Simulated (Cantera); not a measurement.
**Moist CO burnout**

An isothermal, constant-pressure homogeneous reactor starts with CO : O₂ : H₂O : N₂ = 0.0011 : 0.0075 : 0.0082 : 1 (molar parts), equivalence ratio 0.073, at 1275 K and 0.240 bar.

Cantera simulation using GRI-Mech 3.0 (53 species, 325 reactions); the numbers are that mechanism's predictions, not measurements.

```json
[
 {"t (s)": "1.00e-6", "x CO": "0.00108", "x O₂": "0.00738", "x H₂O": "0.00806", "x HO₂": "<1e-12", "x H₂O₂": "<1e-12", "x H": "<1e-12"},
 {"t (s)": "4.76e-6", "x CO": "0.00108", "x O₂": "0.00738", "x H₂O": "0.00806", "x HO₂": "<1e-12", "x H₂O₂": "<1e-12", "x H": "<1e-12"},
 {"t (s)": "2.27e-5", "x CO": "0.00108", "x O₂": "0.00738", "x H₂O": "0.00806", "x HO₂": "<1e-12", "x H₂O₂": "<1e-12", "x H": "<1e-12"},
 {"t (s)": "0.000108", "x CO": "0.00108", "x O₂": "0.00738", "x H₂O": "0.00806", "x HO₂": "3.66e-12", "x H₂O₂": "<1e-12", "x H": "<1e-12"},
 {"t (s)": "0.000514", "x CO": "0.00108", "x O₂": "0.00738", "x H₂O": "0.00806", "x HO₂": "1.72e-11", "x H₂O₂": "<1e-12", "x H": "4.14e-12"},
 {"t (s)": "0.00245", "x CO": "0.00108", "x O₂": "0.00738", "x H₂O": "0.00806", "x HO₂": "8.63e-11", "x H₂O₂": "<1e-12", "x H": "9.45e-11"},
 {"t (s)": "0.0117", "x CO": "0.00108", "x O₂": "0.00738", "x H₂O": "0.00806", "x HO₂": "4.40e-9", "x H₂O₂": "2.01e-12", "x H": "1.64e-8"},
 {"t (s)": "0.0556", "x CO": "0.000150", "x O₂": "0.00688", "x H₂O": "0.00793", "x HO₂": "3.78e-7", "x H₂O₂": "3.09e-8", "x H": "5.94e-5"},
 {"t (s)": "0.265", "x CO": "1.78e-6", "x O₂": "0.00683", "x H₂O": "0.00806", "x HO₂": "4.10e-8", "x H₂O₂": "2.01e-9", "x H": "3.23e-7"},
 {"t (s)": "1.26", "x CO": "5.71e-8", "x O₂": "0.00684", "x H₂O": "0.00807", "x HO₂": "3.50e-9", "x H₂O₂": "1.86e-10", "x H": "7.41e-9"},
 {"t (s)": "6.00", "x CO": "6.59e-9", "x O₂": "0.00684", "x H₂O": "0.00807", "x HO₂": "7.20e-10", "x H₂O₂": "3.50e-11", "x H": "5.83e-10"}
]
```
x: mole fraction; the columns are a selection and need not sum to one.

Equilibrium at this temperature and pressure: CO 2.48e-9, O₂ 0.00680, H₂O 0.00807, HO₂ 4.47e-10, H₂O₂ 1.47e-11, H 1.60e-10 (gas phase only).
